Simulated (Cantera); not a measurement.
Charge: 1 mol Pb, 0.072 mol O2, 0.16 mol H2, held at 1600 K and 0.180 bar.

These are equilibrium values from Cantera (NASA tables, ideal gas, pure condensed phases), not measurements of a reactor. Candidate condensed phases: H2O, Pb, PbO, PbO2, Pb3O4; 12 gas species. Gases not in the tables: (PbO)n polymers. Equilibrium is a limit: real reactors are often held back by kinetics, nucleation or transport.

Base state: H2O 0.593, Pb 0.337, H2 0.0682, PbO 0.00208, Pb2 0.000255, H 3.35e-5, OH 1.14e-5 (mole fractions); condensed: Pb(l).

### Question
What changes in the equilibrium state with this change: Pb replaced by Fe(CO)5?

### Answer
| species | before | after |
|---|---|---|
| CO | 0 | 0.943 |
| H2 | 0.0682 | 0.0287 |
| CO2 | 0 | 0.0256 |
| H2O | 0.593 | 0.00233 |
| Pb | 0.337 | 0 |
| PbO | 0.00208 | 0 |
| Pb2 | 0.000255 | 0 |
| OH | 1.14e-5 | 6.92e-8 |
| Pb(l), mol | 0.918 | 0 |
| Fe(γ), mol | 0 | 1.000 |
Further candidate phases: C, C6H6, C7H8, C8H18, Fe, Fe(CO)5, FeO, Fe(OH)2, Fe(OH)3, Fe2O3, Fe3O4.
